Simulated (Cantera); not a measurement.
Input (Python, Cantera):

```python
import numpy as np
import cantera as ct

gas = ct.Solution("h2o2.yaml")
gas.TPX = 900, 1200, {'H2': 0.13, 'O2': 1, 'N2': 0.86}
reactor = ct.IdealGasConstPressureReactor(gas, energy="off", clone=False)
net = ct.ReactorNet([reactor])
net.rtol, net.atol = 1e-08, 1e-18
show = ['H2', 'O2', 'HO2', 'H', 'H2O2']
times = np.geomspace(2e-06, 1, 11)

steps = ct.SolutionArray(gas, extra=["t"])
rows = []
print(f"{'t/s':>10s}{'T/K':>9s}{'P/Pa':>11s}" + "".join(f"{s:>11s}" for s in show))
for t in times:
    while net.time < t:
        t_next = net.step()
        steps.append(gas.state, t=t_next)
    rows.append([np.interp(t, steps.t, y) for y in (steps.T, steps.P, *steps(*show).X.T)])
    print(f"{t:10.3e}{rows[-1][0]:9.1f}{rows[-1][1]:11.4g}" + "".join(f"{x:11.3e}" for x in rows[-1][2:]))
rate = np.gradient(steps.T, steps.t)
print("integrator steps:", len(steps.t))
if steps.T.max() > steps.T[0] + 200:
    print(f"time of steepest temperature rise: {steps.t[rate.argmax()]:.4e} s")
gas.TPX = 900, 1200, {'H2': 0.13, 'O2': 1, 'N2': 0.86}
gas.equilibrate("TP")
print(f"equilibrium (TP): T = {gas.T:.1f} K  " + "  ".join(f"{s} {gas[s].X[0]:.3e}" for s in show))
```

It prints:

```
       t/s      T/K       P/Pa         H2         O2        HO2          H       H2O2
 2.000e-06    900.0       1200  6.533e-02  5.025e-01  2.734e-14  2.729e-14  4.675e-21
 7.429e-06    900.0       1200  6.533e-02  5.025e-01  1.016e-13  1.009e-13  5.927e-20
 2.759e-05    900.0       1200  6.533e-02  5.025e-01  3.776e-13  3.693e-13  8.173e-19
 1.025e-04    900.0       1200  6.533e-02  5.025e-01  1.406e-12  1.320e-12  1.124e-17
 3.807e-04    900.0       1200  6.533e-02  5.025e-01  5.267e-12  4.847e-12  1.558e-16
 1.414e-03    900.0       1200  6.533e-02  5.025e-01  2.046e-11  3.053e-11  2.204e-15
 5.253e-03    900.0       1200  6.533e-02  5.025e-01  2.865e-10  3.939e-09  5.582e-14
 1.951e-02    900.0       1200  2.965e-02  4.861e-01  5.502e-06  1.576e-02  1.397e-07
 7.248e-02    900.0       1200  4.175e-04  4.849e-01  4.437e-06  3.556e-04  1.078e-07
 2.692e-01    900.0       1200  3.226e-05  4.857e-01  1.039e-06  3.423e-06  5.482e-08
 1.000e+00    900.0       1200  2.874e-06  4.857e-01  1.656e-07  8.898e-08  2.158e-08
integrator steps: 1506
equilibrium (TP): T = 900.0 K  H2 2.848e-12  O2 4.857e-01  HO2 8.036e-11  H 1.813e-15  H2O2 3.509e-12
```

Model: the H2/O2 subset of GRI-Mech 3.0, which has no nitrogen chemistry, integrated in Cantera. Radical loss at walls, strong at low pressure, is not modelled. Below about 950 K walls govern HO2 and H2O2 in real vessels. The temperature is held fixed by assumption; the heat of reaction is taken as removed at once.
